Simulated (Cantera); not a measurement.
A closed system holds: 1 mol SiO2, a varied amount of HF, 3.2 mol O2, equilibrated at 775 K and 0.0100 bar.

Equilibrium computed with Cantera from the NASA thermochemical tables; the gas is ideal and each condensed phase is pure. Candidate condensed phases: H2O, Si, SiO2; 38 gas species. The numbers say what is thermodynamically allowed, not how fast it happens.

Q: Which condensed phases are stable at each of these points (n(HF) (mol)): 1.1, 1.6, 2, 2.4, 2.9, 3.3, 3.8, 4.2, 4.6, 5.1, 5.5, 6, 6.4?

A: 
```csv
n(HF) (mol),condensed phases,Si condensed (%)
1.1,SiO2(α-quartz),83.6
1.6,SiO2(α-quartz),75.4
2,SiO2(α-quartz),68.7
2.4,SiO2(α-quartz),62.0
2.9,SiO2(α-quartz),53.6
3.3,SiO2(α-quartz),46.8
3.8,SiO2(α-quartz),38.3
4.2,SiO2(α-quartz),31.5
4.6,SiO2(α-quartz),24.6
5.1,SiO2(α-quartz),16.1
5.5,SiO2(α-quartz),9.2
6,SiO2(α-quartz),0.7
6.4,gas only,0.0
```

From 1.1 mol HF to 6 mol HF the condensed part is SiO2(α-quartz). At 6.4 mol HF nothing is condensed.
